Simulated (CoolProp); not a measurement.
Vapour pressure (kPa) of hexamethyldisiloxane (MM): the reference equation beside estimates from Tc = 518.7 K, pc = 1931 kPa, ω = 0.418. Clausius-Clapeyron is anchored at 426.9 K with a constant enthalpy of vaporisation of 26.14 kJ/mol.

The numbers come from the reference Helmholtz-energy equation of state, Thol 2016 in CoolProp.

```
T (K)  reference  Lee-Kesler  Clausius-Clapeyron  van der Waals  Redlich-Kwong  Soave-Redlich-Kwong
-----  ---------  ----------  ------------------  -------------  -------------  -------------------
399.2      201.0       202.7               227.9          617.4          358.2                203.2
404.7      229.9       232.0               253.7          658.7          396.4                232.8
410.3      262.5       265.0               282.0          702.5          438.0                266.2
415.8      297.8       300.8               312.1          747.3          481.8                302.5
421.4      337.4       340.8               345.1          794.7          529.4                343.2
426.9      379.9       383.9               379.9          843.0          579.1                387.1
432.5      427.4       431.9               417.9          894.1          633.0                436.0
438        478.2       483.3               457.9          946.1          689.1                488.5
443.6      534.5       540.2               501.3           1001          749.6                546.7
449.1      594.6       600.9               546.8           1057          812.4                608.8
454.7      661.0       667.9               596.0           1115          879.9                677.3
460.2      731.5       739.1               647.3           1175          949.7                750.0
```

Absolute difference from the reference over all 12 rows, mean and median: Lee-Kesler 1.0 and 1.0 %, Clausius-Clapeyron 6.7 and 6.8 %, van der Waals 122.6 and 115.5 %, Redlich-Kwong 51.7 and 50.3 %, Soave-Redlich-Kwong 1.9 and 2.0 %.
